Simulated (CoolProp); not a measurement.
Vapour-liquid equilibrium of n-butane (1) + cyclohexane (2) at 0.134 MPa; x and y are mole fractions of (1).

The numbers come from the multi-fluid Helmholtz-energy mixture model, Bücker 2006 and Zhou 2014; pair parameters Bell 2016 in CoolProp.

```
x     bubble temperature, mixture model (°C)  bubble temperature, Raoult's law (°C)  y, mixture model  y, Raoult's law
----  --------------------------------------  -------------------------------------  ----------------  ---------------
0.05                                    80.8                                   77.2             0.271            0.355
0.15                                    63.6                                   58.5             0.619            0.688
0.25                                    49.6                                   45.8             0.796            0.827
0.35                                    38.7                                   36.5             0.885            0.896
0.45                                    30.4                                   29.4             0.932            0.935
0.55                                    24.0                                   23.7             0.958            0.959
0.65                                    19.0                                   19.0             0.974            0.974
0.75                                    14.9                                   15.0             0.984            0.985
0.85                                    11.5                                   11.5             0.992            0.992
0.95                                     8.5                                    8.5             0.998            0.998
```

The largest gap from Raoult's law is +5.1 K in bubble temperature, at x = 0.15. No azeotrope shows between x = 0.05 and 0.95.

The pair parameters rest on a limited set of measurements; away from them the model extrapolates.
